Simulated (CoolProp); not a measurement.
Properties of n-perfluorohexane along the isotherm 450 K (Tc = 448.0 K, pc = 1.742 MPa, ω = 0.497).

Values from CoolProp's reference Helmholtz-energy equation of state, Gao 2022.

```
p (MPa)          phase  density (kg/m³)  cp (kJ/(kg K))  speed of sound (m/s)  expansivity (1/kK)
-------  -------------  ---------------  --------------  --------------------  ------------------
0.201              gas            18.94           1.016                 102.4               2.576
0.402              gas            39.68           1.027                 97.86               3.031
0.603              gas            62.73           1.042                 92.90               3.637
0.804              gas            88.88           1.062                 87.36               4.486
1                  gas            118.5           1.092                 81.26               5.717
1.21               gas            157.4           1.145                 73.67               7.917
1.41               gas            206.2           1.248                 64.98               12.11
1.61               gas            281.9           1.551                 53.88               24.32
1.81     supercritical            611.2           12.83                 37.82               466.9
2.01     supercritical            905.8           1.929                 66.70               28.19
2.21     supercritical            964.6           1.620                 83.72               16.67
2.41     supercritical             1001           1.503                 96.71               12.48
2.61     supercritical             1028           1.439                 107.6               10.24
```

The peak of cp marks the crossing from liquid-like to gas-like fluid above the critical point.
